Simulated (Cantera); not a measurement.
## Si + F2 (silicon etching in halogen gases)

Charge: 1 mol Si, a varied amount of F2, held at 1175 K and 13300 Pa.

Method: chemical equilibrium by Gibbs-energy minimisation in Cantera with the NASA 1993 tables (ideal gas, pure condensed phases). Candidate condensed phases: Si; 9 gas species. The tables' values for SiF3, SiF2 are old estimates; treat these amounts as uncertain. Equilibrium is a limit: real reactors are often held back by kinetics, nucleation or transport.

```json
[
 {"n(F2) (mol)": "1", "log p SiF4": "-0.88", "log p F": "<-12", "log p F2": "<-12", "log p SiF3": "-2.90", "log p SiF2": "-4.85", "n Si(s)": "0.499"},
 {"n(F2) (mol)": "1.7", "log p SiF4": "-0.88", "log p F": "<-12", "log p F2": "<-12", "log p SiF3": "-2.90", "log p SiF2": "-4.85", "n Si(s)": "0.148"},
 {"n(F2) (mol)": "2.3", "log p SiF4": "-1.06", "log p F": "-1.42", "log p F2": "-2.12", "log p SiF3": "<-12", "log p SiF2": "<-12", "n Si(s)": "0"},
 {"n(F2) (mol)": "3", "log p SiF4": "-1.29", "log p F": "-1.21", "log p F2": "-1.69", "log p SiF3": "<-12", "log p SiF2": "<-12", "n Si(s)": "0"},
 {"n(F2) (mol)": "3.6", "log p SiF4": "-1.42", "log p F": "-1.16", "log p F2": "-1.59", "log p SiF3": "<-12", "log p SiF2": "<-12", "n Si(s)": "0"},
 {"n(F2) (mol)": "4.2", "log p SiF4": "-1.52", "log p F": "-1.13", "log p F2": "-1.53", "log p SiF3": "<-12", "log p SiF2": "<-12", "n Si(s)": "0"},
 {"n(F2) (mol)": "4.9", "log p SiF4": "-1.61", "log p F": "-1.11", "log p F2": "-1.50", "log p SiF3": "<-12", "log p SiF2": "<-12", "n Si(s)": "0"}
]
```
log p: log10 of the partial pressure in bar; n: condensed amount in mol.

From 1 mol F2 to 1.7 mol F2 the condensed part is Si(s). From 2.3 mol F2 to 4.9 mol F2 nothing is condensed. The main Si-bearing gas is SiF4 throughout.
